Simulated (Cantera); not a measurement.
A closed system holds: 1 mol CsCl, 0.089 mol H2O, 2.3 mol N2, 0.21 mol HCl, at 1425 °C and 1.90 Pa.

These are equilibrium values from Cantera (NASA tables, ideal gas, pure condensed phases), not measurements of a reactor. Candidate condensed phases: Cs, CsCl, CsOH, H2O, NH4Cl; 37 gas species. Equilibrium is a limit: real reactors are often held back by kinetics, nucleation or transport.

Base state: N2 0.633, CsCl 0.273, HCl 0.0448, H2O 0.0231, Cl 0.0146, H2 0.00625, H 0.00262, Cs 0.00162 (mole fractions); condensed: gas only.

### Question
What changes in the equilibrium state with this change: HCl from 0.21 to 4.1 mol?

### Answer
```csv
species,before,after
HCl,0.0448,0.460
N2,0.633,0.296
CsCl,0.273,0.128
H2,0.00625,0.0309
Cl,0.0146,0.0675
H2O,0.0231,0.0113
O2,0.000279,2.74e-6
CsOH,2.34e-5,5.23e-7
NO,9.40e-5,6.37e-6
```

### Question
What changes in the equilibrium state with this change: 1.1 mol H2 added?

### Answer
```
species    before    after
-------  --------  -------
N2          0.633    0.483
H2        0.00625    0.221
CsCl        0.273    0.203
H         0.00262   0.0156
Cl         0.0146  0.00264
H2O        0.0231   0.0186
HCl        0.0448   0.0482
O2       0.000279  1.44e-7
NO        9.40e-5  1.87e-6
O        0.000168  3.81e-6
```

### Question
What changes in the equilibrium state with this change: temperature from 1425 °C to 1950 °C?

### Answer
| species | before | after |
|---|---|---|
| N2 | 0.633 | 0.519 |
| Cl | 0.0146 | 0.152 |
| CsCl | 0.273 | 0.114 |
| H2O | 0.0231 | 0.000203 |
| O | 0.000168 | 0.0173 |
| Cs | 0.00162 | 0.112 |
| H | 0.00262 | 0.0741 |
| HCl | 0.0448 | 0.00719 |
| NO | 9.40e-5 | 0.000568 |
| CsOH | 2.34e-5 | 5.64e-6 |
| H2 | 0.00625 | 0.00254 |
| O2 | 0.000279 | 0.000582 |
